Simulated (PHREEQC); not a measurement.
Dissolve 0.0063 mol NaHCO3, 0.2 mol KOH and 0.007 mol LiCl per kg of water at 75 °C. Closed to the air; pH follows from the charge balance.

Equilibrium calculation in PHREEQC: ion-association model, phreeqc.dat.

Precipitation was switched off in this run.

Problem. Order these C species by the share of C that they hold, largest first: HCO3-, CO3-2, NaCO3-.

Solution. CO3-2 (81 %), NaCO3- (18 %), HCO3- (0.63 %)

The pH is 11.81 and the ionic strength 0.217 mol/kgw. Species that the database lacks are ignored. Away from 25 °C the constants follow the database's enthalpies or fits; those with neither stay at their 25 °C values.
